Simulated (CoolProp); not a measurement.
Vapour-liquid equilibrium of benzene (1) + n-dodecane (2) at 0.424 MPa; x and y are mole fractions of (1).

Model: multi-fluid Helmholtz-energy mixture model, Thol 2012 and Lemmon 2004; pair parameters Bell 2016, in CoolProp.

**Question.** Give the bubble temperature and the first vapour's composition at x = 0.75, 0.85, 0.95. Is there an azeotrope?

**Answer.** x = 0.75: 149.7 °C, y = 0.988; x = 0.85: 143.2 °C, y = 0.994; x = 0.95: 137.6 °C, y = 0.998. No azeotrope shows between x = 0.05 and 0.95.

Pair parameters are fitted to limited data, so mixtures are less certain than the pure fluids.
